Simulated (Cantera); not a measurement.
A freely propagating, adiabatic, planar premixed flame of CH₄ : C₂H₆ : O₂ : N₂ : CO₂ = 1 : 0.89 : 3.93 : 14.8 : 0.43 (molar parts), equivalence ratio 1.3, unburnt at 350 K and 150 Torr; mixture-averaged transport, grid criteria slope 0.08 and curve 0.16, no radiation.

Cantera simulation using GRI-Mech 3.0 (53 species, 325 reactions); the numbers are that mechanism's predictions, not measurements. Burning velocities carry a grid error of a few per cent, more on coarse grids.

**Question.** Predict: laminar burning velocity; thermal thickness; peak x(H₂); peak x(HCO); peak x(C₂H).

**Answer.** 
```
Property                      Value
------------------------  ---------
laminar burning velocity  51.3 cm/s
thermal thickness           1.79 mm
peak x(H₂)                   0.0445
peak x(HCO)                 5.98e-5
peak x(C₂H)                 2.09e-6
```
